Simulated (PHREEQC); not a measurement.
**Nickel, zinc or cadmium bath: an equilibrium model**

Make-up at 84 °C: 0.0023 mol ZnSO4, 4.4e-05 mol NaOH and 3.42e-05 mol FeSO4 per kg of water. Closed to the air; pH follows from the charge balance.

The numbers come from PHREEQC with the ion-association model, wateq4f.dat.

No solid was allowed to form.

Task: Predict the pH, ionic strength.

Result: pH 5.88; ionic strength 0.00724 mol/kgw.

Task: In which forms is S present?

Result: SO4-2 78 %, ZnSO4 21 % of the S.

The solution is supersaturated, for example in Zincite(c) (slow to form), so a real one may precipitate; this is no full list. Constants without temperature data keep their 25 °C values here.
